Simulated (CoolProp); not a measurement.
Vapour-liquid equilibrium of C2F6 (R116) (1) + R134a (2) at -25.75 °C; x and y are mole fractions of (1).

Model: multi-fluid Helmholtz-energy mixture model, Lemmon 2006 and Tillner-Roth 1994; pair parameters Bell 2016, in CoolProp.

| x | bubble pressure (kPa) | y at the bubble point | dew pressure at overall composition x (kPa) | liquid density (mol/L) |
|---|---|---|---|---|
| 0.05 | 233.2 | 0.561 | 108.3 | 13.27 |
| 0.15 | 425.6 | 0.765 | 121.1 | 12.83 |
| 0.25 | 546.4 | 0.823 | 137.3 | 12.40 |
| 0.35 | 619.8 | 0.849 | 158.3 | 11.98 |
| 0.45 | 666.3 | 0.864 | 186.9 | 11.56 |
| 0.55 | 700.6 | 0.877 | 227.8 | 11.15 |
| 0.65 | 732.5 | 0.889 | 291.3 | 10.76 |
| 0.75 | 767.5 | 0.907 | 401.8 | 10.40 |
| 0.85 | 808.0 | 0.932 | 623.4 | 10.07 |
| 0.95 | 852.9 | 0.972 | 830.0 | 9.786 |

No azeotrope shows between x = 0.05 and 0.95.

The pair parameters rest on a limited set of measurements; away from them the model extrapolates. With so large a gap from Raoult's law the liquid may split in two, which this calculation doesn't test in full.
